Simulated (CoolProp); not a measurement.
Methanol along the isobar 30.1 MPa: density (kg/m³) from the reference equation and from simpler models built on Tc = 513.4 K, pc = 8.216 MPa, ω = 0.565; each cubic takes its own stable root.

The numbers come from the reference Helmholtz-energy equation of state, de Reuck 1993 in CoolProp.

```tsv
T (K)	phase	reference	van der Waals	Redlich-Kwong	Soave-Redlich-Kwong
298.8	liquid	811.4	407.5	586.6	___
319.5	liquid	794.5	400.4	572.7	602.9
340.3	liquid	777.3	___	558.0	589.0
361	liquid	___	385.8	542.8	573.9
381.7	liquid	741.2	378.2	527.0	___
402.4	liquid	721.6	370.4	510.4	539.3
423.2	liquid	700.4	362.3	493.1	519.5
443.9	liquid	677.5	354.0	475.1	497.8
464.6	liquid	652.3	345.4	456.3	474.1
485.4	liquid	624.1	___	___	448.0
506.1	liquid	592.7	327.4	416.6	___
526.8	supercritical	557.0	317.9	395.8	389.5
547.5	supercritical	516.3	308.2	374.5	___
568.3	supercritical	469.9	298.1	352.7	325.1
589	supercritical	420.2	287.8	331.1	293.9
609.7	supercritical	370.6	277.3	309.7	265.5
```

### Question
Some entries are withheld; supply them.

### Answer

- 298.8, Soave-Redlich-Kwong: 615.5
- 340.3, van der Waals: 393.2
- 361, reference: 759.7
- 381.7, Soave-Redlich-Kwong: 557.4
- 485.4, van der Waals: 336.5
- 485.4, Redlich-Kwong: 436.8
- 506.1, Soave-Redlich-Kwong: 419.8
- 547.5, Soave-Redlich-Kwong: 357.6
